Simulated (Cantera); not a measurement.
A perfectly stirred reactor is fed with 19.2 % C2H6, 80.8 % N2, at 750 Torr; it is held at 1675 K, and followed from long to short residence time.

Cantera simulation using GRI-Mech 3.0 (53 species, 325 reactions); the numbers are that mechanism's predictions, not measurements. GRI-Mech 3.0 stops at C3 and has no aromatics, soot or wall deposition, so with more carbon than oxygen in the feed, carbon stays in small species such as C2H2 where larger ones or solid carbon would form.

Question: Predict: x(C2H6) at τ = 21.0 s; x(C2H4) at τ = 21.0 s; x(C2H) at τ = 21.0 s; x(CH4) at τ = 21.0 s; x(HCN) at τ = 21.0 s; x(C2H6) at τ = 84.0 ms; x(C2H4) at τ = 84.0 ms; x(C2H) at τ = 84.0 ms; x(CH4) at τ = 84.0 ms; x(HCN) at τ = 84.0 ms.

Answer: 
```json
{
 "x(C2H6) at τ = 21.0 s": "2.25e-6",
 "x(C2H4) at τ = 21.0 s": "0.00209",
 "x(C2H) at τ = 21.0 s": "1.51e-7",
 "x(CH4) at τ = 21.0 s": "0.00916",
 "x(HCN) at τ = 21.0 s": "5.42e-6",
 "x(C2H6) at τ = 84.0 ms": "0.000146",
 "x(C2H4) at τ = 84.0 ms": "0.00252",
 "x(C2H) at τ = 84.0 ms": "2.24e-7",
 "x(CH4) at τ = 84.0 ms": "0.0387",
 "x(HCN) at τ = 84.0 ms": "3.62e-7"
}
```
